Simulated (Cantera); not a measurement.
**Adiabatic ignition**

An adiabatic, constant-pressure homogeneous reactor starts with 5.25 % CH4, 0.415 % H2, 19.8 % O2, 74.5 % N2, equivalence ratio 0.54, at 1600 K and 0.240 bar.

Cantera simulation using GRI-Mech 3.0 (53 species, 325 reactions); the numbers are that mechanism's predictions, not measurements.

```
t (s)     T (K)   x CH4     x H2    x O2     x NO2     x CO2
--------  -----  ------  -------  ------  --------  --------
1.00e-6    1600  0.0525  0.00415   0.198    <1e-12    <1e-12
2.70e-6    1600  0.0525  0.00415   0.198    <1e-12    <1e-12
7.30e-6    1600  0.0525  0.00415   0.198    <1e-12    <1e-12
1.97e-5    1600  0.0525  0.00415   0.198    <1e-12  1.26e-11
5.34e-5    1600  0.0525  0.00415   0.198    <1e-12  1.83e-10
0.000144   1600  0.0524  0.00415   0.198    <1e-12   3.82e-9
0.000390   1600  0.0523  0.00414   0.198    <1e-12   2.02e-7
0.00105    1704  0.0343   0.0101   0.181  5.26e-11  0.000585
0.00285    2359  <1e-12  0.00546  0.0891   5.80e-8    0.0378
0.00770    2469  <1e-12  0.00356  0.0885   5.37e-7    0.0421
0.0208     2470  <1e-12  0.00343  0.0868   1.60e-6    0.0424
0.0562     2464  <1e-12  0.00338  0.0844   3.06e-6    0.0426
0.152      2462  <1e-12  0.00336  0.0834   3.70e-6    0.0427
0.411      2462  <1e-12  0.00336  0.0833   3.72e-6    0.0427
1.11       2462  <1e-12  0.00336  0.0833   3.72e-6    0.0427
3.00       2462  <1e-12  0.00336  0.0833   3.72e-6    0.0427
```
x: mole fraction; the columns are a selection and need not sum to one.

- time of steepest temperature rise: 1.13 ms
- temperature at 3.00 s: 2462 K
- equilibrium temperature: 2462 K
- x(CH4) at 3.00 s: <1e-12 (gas-phase equilibrium <1e-12)
- x(H2) at 3.00 s: 0.00336 (gas-phase equilibrium 0.00336)
- x(O2) at 3.00 s: 0.0833 (gas-phase equilibrium 0.0833)
